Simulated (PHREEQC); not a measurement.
A solution holds 4.9 mmol/kgw Rb2SO4, at 25 °C. Closed to the air; pH follows from the charge balance.

All values are PHREEQC results (ion-association model, wateq4f.dat), not measurements.

```json
{
 "ionic_strength": "0.0147 mol/kgw"
}
```

```csv
species,molality,activity,log γ
Rb+,0.00980,0.00868,-0.053
SO4-2,0.00490,0.00304,-0.207
OH-,1.28e-7,1.13e-7,-0.054
H+,9.84e-8,8.86e-8,-0.046
HSO4-,2.96e-8,2.62e-8,-0.052
```

Precipitation was switched off in this run. Species that the database lacks are ignored.
